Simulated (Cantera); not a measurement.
A freely propagating, adiabatic, planar premixed flame of 29.4 % H2, 14.8 % O2, 55.8 % N2, equivalence ratio 0.99, unburnt at 350 K and 340000 Pa; multicomponent+Soret transport, grid criteria slope 0.08 and curve 0.16, no radiation.

Cantera simulation using the H2/O2 subset of GRI-Mech 3.0, which has no nitrogen chemistry; the numbers are that mechanism's predictions, not measurements. The hydrogen kinetics of GRI-Mech 3.0 are dated; newer H2 mechanisms differ, most at raised pressure. Burning velocities carry a grid error of a few per cent, more on coarse grids.

Task: Predict: laminar burning velocity; thermal thickness; peak x(O); peak x(H2O2); peak x(OH).

Result: 
```json
{
  "laminar_burning_velocity": "237 cm/s",
  "thermal_thickness": "0.0778 mm",
  "peak x(O)": "0.00704",
  "peak x(H2O2)": "0.000148",
  "peak x(OH)": "0.0145"
}
```
